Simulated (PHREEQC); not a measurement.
0.14 g of hydrous ferric oxide (600 m²/g; 0.2 weak and 0.005 strong sites per Fe, Dzombak-Morel constants, diffuse double layer) in 1 kg of water with 0.1 mol/kgw of an inert sodium salt and 4.3e-05 mol/kgw Ag2SO4, at 25 °C; the pH is set by adding NaOH or the inert anion's acid. O2 is buffered at 0.21 atm. No CO2 enters from the air. Precipitation was switched off in this run.

The series has 13 steps of pH, from 3 to 11.

Model: ion-association model, wateq4f.dat, run in PHREEQC.

Problem. Near which pH is half of the S sorbed, and on which side is more sorbed?

Solution. Near pH 5.6, with more sorbed at lower pH.

Problem. Near which pH is half of the Ag sorbed, and on which side is more sorbed?

Solution. Near pH 9.0, with more sorbed at higher pH.

The oxide is taken as insoluble; below pH 4 it would dissolve.
